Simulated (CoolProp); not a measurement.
Computed with CoolProp (reference Helmholtz-energy equation of state, Guder 2009).

### Question
For sulfur hexafluoride, give the phase and the Joule-Thomson coefficient (K/MPa), isothermal compressibility (1/MPa), viscosity (µPa s), conductivity (mW/(m K)) at 270.6 K and 840 kPa.

### Answer
- 270.6 K and 840 kPa: gas; Joule-Thomson coefficient 15.3, isothermal compressibility 1.43, viscosity 14.2, conductivity 11.4

Viscosity comes from a separate model (Quiñones-Cisneros 2012). Thermal conductivity comes from a separate model (Assael 2012).
